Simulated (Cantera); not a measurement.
An isothermal, constant-pressure homogeneous reactor starts with 45.5 % CH4, 54.5 % CO2, at 1525 K and 500000 Pa.

Detailed kinetics in Cantera: GRI-Mech 3.0 (53 species, 325 reactions).

Problem. Predict: x(CH4) at 10.0 s; x(CO2) at 10.0 s; x(CH2O) at 10.0 s; x(H) at 10.0 s; x(C2H2) at 10.0 s.

Solution. 
```json
{
  "x(CH4) at 10.0 s": "0.0668 (gas-phase equilibrium 0.000106)",
  "x(CO2) at 10.0 s": "0.0594 (gas-phase equilibrium 0.0143)",
  "x(CH2O) at 10.0 s": "4.70e-7 (gas-phase equilibrium 4.93e-7)",
  "x(H) at 10.0 s": "5.79e-6 (gas-phase equilibrium 7.09e-6)",
  "x(C2H2) at 10.0 s": "0.0155 (gas-phase equilibrium 1.23e-8)"
}
```
